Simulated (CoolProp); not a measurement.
Properties of R365MFC along the isotherm -10.95 °C (Tc = 186.9 °C, pc = 3.266 MPa, ω = 0.377).

Values from CoolProp's reference Helmholtz-energy equation of state, Lemmon 2016.

```tsv
p (MPa)	phase	density (kg/m³)	fugacity coefficient
0.00516	gas	0.3520	0.9957
0.00872	gas	0.5967	0.9926
0.0147	liquid	1331	[?]
0.0248	liquid	1331	0.4153
0.0419	liquid	1331	0.2460
0.0707	liquid	1331	0.1460
0.119	liquid	1331	0.08696
0.201	liquid	1331	[?]
0.34	liquid	1332	0.03078
0.573	liquid	1332	0.01848
0.968	liquid	[?]	0.01116
1.63	liquid	1334	0.006857
```

Task: What belongs in the gaps?

Result: 
- 0.0147, fugacity coefficient: 0.7003
- 0.201, fugacity coefficient: 0.05170
- 0.968, density (kg/m³): 1333
